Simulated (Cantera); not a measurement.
# Transport properties of process gases

Gas mixture: CO2 : C2H2 = 0.85 : 0.86 (molar parts), at 150 Pa, frozen composition.

Cantera's kinetic-theory transport with the Lennard-Jones parameters of GRI-Mech 3.0, ideal gas; thermal conductivity in the mixture-averaged form. The composition is frozen, though it would react at the higher temperatures.

```csv
T (K),ρ (kg/m³),cp (J/kg/K),μ (µPa s),λ (mW/m/K),Pr,D (cm²/s) NO,D (cm²/s) OH,D (cm²/s) NH3
400,0.00158,1310,16.9,30.1,0.735,181,282,193
600,0.00105,1509,23.7,48.5,0.737,369,572,420
800,0.000789,1643,29.5,65.8,0.736,605,933,713
1000,0.000631,1749,34.6,82.2,0.737,882,1360,1060
1200,0.000526,1831,39.3,97.7,0.737,1200,1850,1460
1400,0.000451,1896,43.7,112,0.738,1550,2390,1910
1600,0.000394,1948,47.8,126,0.738,1940,2980,2410
1800,0.000351,1989,51.7,139,0.737,2360,3630,2940
2000,0.000315,2023,55.4,152,0.737,2810,4320,3520
```
D: mixture-averaged diffusion coefficient of that species in the mixture.
